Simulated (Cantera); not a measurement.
**Low-pressure radical oxidation in H2/O2**

An isothermal, constant-pressure homogeneous reactor starts with H₂ : O₂ = 0.033 : 1 (molar parts), at 900 K and 4.50 Torr.

Detailed kinetics in Cantera: the H2/O2 subset of GRI-Mech 3.0, which has no nitrogen chemistry. Radical loss at walls, strong at low pressure, is not modelled. Below about 950 K walls govern HO2 and H2O2 in real vessels.

| t (s) | x H₂ | x O₂ | x H₂O₂ | x HO₂ | x O | x OH | x H |
|---|---|---|---|---|---|---|---|
| 1.00e-5 | 0.0319 | 0.968 | <1e-12 | <1e-12 | <1e-12 | <1e-12 | <1e-12 |
| 7.17e-5 | 0.0319 | 0.968 | <1e-12 | <1e-12 | <1e-12 | <1e-12 | <1e-12 |
| 0.000514 | 0.0319 | 0.968 | <1e-12 | 3.33e-12 | 1.05e-12 | <1e-12 | 2.60e-12 |
| 0.00369 | 0.0319 | 0.968 | <1e-12 | 2.51e-11 | 5.37e-11 | 2.27e-11 | 3.39e-11 |
| 0.0265 | 0.0319 | 0.968 | 1.21e-10 | 8.46e-7 | 3.68e-5 | 1.44e-5 | 2.06e-5 |
| 0.190 | 0.000124 | 0.965 | 2.54e-8 | 2.25e-6 | 0.00218 | 0.000256 | 0.000360 |
| 1.36 | 2.59e-6 | 0.967 | 1.32e-8 | 3.26e-7 | 5.47e-5 | 3.47e-5 | 1.21e-6 |
| 9.76 | 5.42e-8 | 0.968 | 3.41e-9 | 2.15e-8 | 1.64e-6 | 6.12e-6 | 6.41e-9 |
| 70.0 | 2.49e-9 | 0.968 | 7.23e-10 | 1.71e-9 | 1.07e-7 | 1.56e-6 | 1.07e-10 |
x: mole fraction; the columns are a selection and need not sum to one.

Equilibrium at this temperature and pressure: H₂ 1.37e-12, O₂ 0.968, H₂O₂ 1.68e-12, HO₂ 7.86e-11, O 6.88e-11, OH 3.95e-8, H <1e-12 (gas phase only).
